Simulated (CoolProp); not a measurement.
Computed with CoolProp (reference Helmholtz-energy equation of state, Span 2000).

Q: Give the vapour pressure (kPa), liquid cp (kJ/(kg K)), vapour Z, vapour viscosity (µPa s) of saturated nitrogen at 74.3, 85.9, 114.9 K.

A: 
```csv
T (K),p (kPa),liquid cp (kJ/(kg K)),vapour Z,vapour viscosity (µPa s)
74.3,69.6,2.03,0.967,5.21
85.9,249,2.10,0.919,6.13
114.9,1930,3.23,0.652,9.42
```

Viscosity comes from a separate model (Lemmon 2004).
